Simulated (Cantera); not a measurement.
A closed system holds: 1 mol Ta₂O₅, 1.3 mol C, 0.27 mol H₂, 3.5 mol CO, equilibrated at 23.0 Pa.

These are equilibrium values from Cantera (NASA tables, ideal gas, pure condensed phases), not measurements of a reactor. Candidate condensed phases: C, C₆H₆, C₇H₈, C₈H₁₈, H₂O, Ta, TaC, Ta₂O₅; 113 gas species. Mutual solubility and eutectic melting of coexisting phases are not modelled. TaC: taken at fixed stoichiometry. Condensed phases not in the tables: Ta₂C. Equilibrium is a limit: real reactors are often held back by kinetics, nucleation or transport.

Q: At 1773 K, list the 5 most abundant gas species with their mole fractions, and the condensed phases.

A: CO 0.940, H₂ 0.0551, H 0.00440, CO₂ 0.000172, TaO₂ 4.85e-5. Condensed: TaC(s) + Ta₂O₅(s).
